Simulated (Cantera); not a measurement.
A perfectly stirred reactor is fed with N2O : O2 = 1 : 2.7 (molar parts), at 1.90 bar; it is held at 1498 K, and followed from long to short residence time.

Cantera simulation using GRI-Mech 3.0 (53 species, 325 reactions); the numbers are that mechanism's predictions, not measurements. GRI-Mech 3.0 was tuned for natural gas; its chemistry of N2O as a main component is partial and can be far from experiment. The temperature is held fixed by assumption; the heat of reaction is taken as removed at once.

**Question.** Predict: x(N2O) at τ = 1.70 s; x(O2) at τ = 1.70 s; x(NO2) at τ = 1.70 s; x(NO) at τ = 1.70 s; x(N2) at τ = 1.70 s; x(N2O) at τ = 0.120 s; x(O2) at τ = 0.120 s; x(NO2) at τ = 0.120 s; x(NO) at τ = 0.120 s; x(N2) at τ = 0.120 s.

**Answer.** 
| Property | Value |
|---|---|
| x(N2O) at τ = 1.70 s | 0.00257 |
| x(O2) at τ = 1.70 s | 0.755 |
| x(NO2) at τ = 1.70 s | 0.000165 |
| x(NO) at τ = 1.70 s | 0.0124 |
| x(N2) at τ = 1.70 s | 0.230 |
| x(N2O) at τ = 0.120 s | 0.0275 |
| x(O2) at τ = 0.120 s | 0.745 |
| x(NO2) at τ = 0.120 s | 0.000345 |
| x(NO) at τ = 0.120 s | 0.0267 |
| x(N2) at τ = 0.120 s | 0.200 |
